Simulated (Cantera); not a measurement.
What does this Cantera script print?

```python
import numpy as np
import cantera as ct

gas = ct.Solution("gri30.yaml")
gas.TPX = 1623, 13332, {'CH4': 1, 'N2': 3.1}
reactor = ct.IdealGasConstPressureReactor(gas, energy="off", clone=False)
net = ct.ReactorNet([reactor])
net.rtol, net.atol = 1e-08, 1e-18
show = ['CH4', 'C2H6', 'CH2', 'H', 'HCN', 'C2H4', 'CH3']
times = np.geomspace(0.0003, 60, 13)

steps = ct.SolutionArray(gas, extra=["t"])
rows = []
print(f"{'t/s':>10s}{'T/K':>9s}{'P/Pa':>11s}" + "".join(f"{s:>11s}" for s in show))
for t in times:
    while net.time < t:
        t_next = net.step()
        steps.append(gas.state, t=t_next)
    rows.append([np.interp(t, steps.t, y) for y in (steps.T, steps.P, *steps(*show).X.T)])
    print(f"{t:10.3e}{rows[-1][0]:9.1f}{rows[-1][1]:11.4g}" + "".join(f"{x:11.3e}" for x in rows[-1][2:]))
rate = np.gradient(steps.T, steps.t)
print("integrator steps:", len(steps.t))
if steps.T.max() > steps.T[0] + 200:
    print(f"time of steepest temperature rise: {steps.t[rate.argmax()]:.4e} s")
gas.TPX = 1623, 13332, {'CH4': 1, 'N2': 3.1}
gas.equilibrate("TP")
print(f"equilibrium (TP): T = {gas.T:.1f} K  " + "  ".join(f"{s} {gas[s].X[0]:.3e}" for s in show))
```

Result:

```
       t/s      T/K       P/Pa        CH4       C2H6        CH2          H        HCN       C2H4        CH3
 3.000e-04   1623.0  1.333e+04  2.438e-01  3.004e-07  1.306e-09  1.645e-07  1.980e-14  3.288e-07  8.129e-05
 8.296e-04   1623.0  1.333e+04  2.436e-01  5.103e-06  8.897e-09  2.176e-07  2.319e-13  6.861e-06  2.163e-04
 2.294e-03   1623.0  1.333e+04  2.429e-01  5.611e-05  4.739e-08  5.323e-07  2.706e-12  1.174e-04  5.106e-04
 6.344e-03   1623.0  1.333e+04  2.387e-01  2.900e-04  1.714e-07  2.261e-06  5.927e-11  1.380e-03  9.938e-04
 1.754e-02   1623.0  1.333e+04  2.156e-01  4.845e-04  2.915e-07  1.048e-05  1.527e-09  6.876e-03  1.252e-03
 4.852e-02   1623.0  1.333e+04  1.671e-01  2.211e-04  1.898e-07  2.426e-05  1.088e-08  5.088e-03  8.739e-04
 1.342e-01   1623.0  1.333e+04  1.093e-01  8.258e-05  1.213e-07  4.118e-05  3.850e-08  1.626e-03  5.561e-04
 3.710e-01   1623.0  1.333e+04  5.459e-02  2.184e-05  7.310e-08  6.210e-05  1.054e-07  5.700e-04  2.999e-04
 1.026e+00   1623.0  1.333e+04  1.997e-02  3.497e-06  3.628e-08  8.389e-05  2.295e-07  3.460e-04  1.258e-04
 2.837e+00   1623.0  1.333e+04  6.318e-03  4.157e-07  1.414e-08  9.774e-05  3.903e-07  3.344e-04  4.377e-05
 7.846e+00   1623.0  1.333e+04  2.403e-03  8.011e-08  5.742e-09  1.022e-04  5.621e-07  3.400e-04  1.714e-05
 2.170e+01   1623.0  1.333e+04  1.656e-03  4.919e-08  4.000e-09  1.030e-04  8.168e-07  3.416e-04  1.186e-05
 6.000e+01   1623.0  1.333e+04  1.630e-03  4.831e-08  3.939e-09  1.030e-04  1.476e-06  3.417e-04  1.168e-05
integrator steps: 1664
equilibrium (TP): T = 1623.0 K  CH4 1.187e-03  C2H6 2.554e-08  CH2 2.861e-09  H 1.031e-04  HCN 9.261e-02  C2H4 1.802e-04  CH3 8.491e-06
```

Detailed kinetics in Cantera: GRI-Mech 3.0 (53 species, 325 reactions). GRI-Mech 3.0 stops at C3 and has no aromatics, soot or wall deposition, so with more carbon than oxygen in the feed, carbon stays in small species such as C2H2 where larger ones or solid carbon would form.
